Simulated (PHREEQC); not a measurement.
Copper plating or etch bath: an equilibrium model

A solution holds 0.028 mol Cu(NO3)2, 6.3e-05 mol HBF4 and 3.7e-05 mol FeCl3 per kg of water, at 25 °C. It is in equilibrium with CO2 at log p = 0 (atm). Otherwise closed; pH follows from the charge balance.

Computed with PHREEQC (ion-association model, phreeqc.dat).

Each row changes one thing in this solution. This is a speciation only: nothing precipitates in the calculation.

| case | pH | CuHCO3+ (mol/kgw) | F- (mol/kgw) | Cl- (mol/kgw) | HF (mol/kgw) | HCO3- (mol/kgw) |
|---|---|---|---|---|---|---|
| as made | 3.37 | 0.000262 | 0.000113 | 0.000108 | 5.46e-5 | 4.45e-5 |
| FeCl3 replaced by CaCl2 at the same molality | 3.38 | 0.000268 | 0.000150 | 7.18e-5 | 7.06e-5 | 4.55e-5 |
| temperature from 25 to 55 °C | 3.46 | 0.000189 | 0.000104 | 9.97e-5 | ? | 3.34e-5 |
| temperature from 25 to 15 °C | 3.35 | ? | 0.000118 | 0.000109 | 5.06e-5 | ? |
| HBF4 from 6.3e-05 to 0.00063 mol/kgw | 2.95 | 9.90e-5 | 0.000881 | 0.000108 | 0.00112 | ? |

**Question.** What belongs in the gaps?

**Answer.** 
- temperature from 25 to 55 °C, HF (mol/kgw): 7.20e-5
- temperature from 25 to 15 °C, CuHCO3+ (mol/kgw): 0.000286
- temperature from 25 to 15 °C, HCO3- (mol/kgw): 4.80e-5
- HBF4 from 6.3e-05 to 0.00063 mol/kgw, HCO3- (mol/kgw): 1.68e-5

Some of these states are supersaturated (in Hematite (slow to form), Goethite (slow to form), for instance). At this temperature some constants are extrapolated from 25 °C, and those without enthalpy data are left unchanged. Real BF4- forms and hydrolyses slowly; the run takes it at equilibrium. Fluoro complexes past AlF4- and FeF3 are missing from the database.
